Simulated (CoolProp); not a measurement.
R245fa at 322.9 K and 3.04 MPa flows at 0.32 m/s in a round tube of 25 mm bore and 0.25 µm roughness, fully developed (64/Re and Nu = 3.66 if laminar; Colebrook and Gnielinski if turbulent). Each further row changes one setting.

The numbers come from the reference Helmholtz-energy equation of state, Akasaka 2015 in CoolProp.

```
case               Reynolds number  Darcy friction factor  pressure drop (Pa/m)  heat-transfer coefficient (W/(m² K))  mass flow (kg/h)
-----------------  ---------------  ---------------------  --------------------  ------------------------------------  ----------------
as stated                        ?                      ?                  60.3                                     ?                 ?
velocity 0.64 m/s            65900                 0.0197                     ?                                  1240                 ?
diameter 50 mm               65900                 0.0197                  25.8                                     ?              2890
```

Question: Some entries are withheld; supply them.

Answer: 
- as stated, Reynolds number: 33000
- as stated, Darcy friction factor: 0.0230
- as stated, heat-transfer coefficient (W/(m² K)): 681
- as stated, mass flow (kg/h): 724
- velocity 0.64 m/s, pressure drop (Pa/m): 207
- velocity 0.64 m/s, mass flow (kg/h): 1450
- diameter 50 mm, heat-transfer coefficient (W/(m² K)): 618

Viscosity comes from a separate model (Bell 2016), an estimate that may be off by 10 % or more. Thermal conductivity comes from a separate model (Huber 2003), an estimate that may be off by 10 % or more.
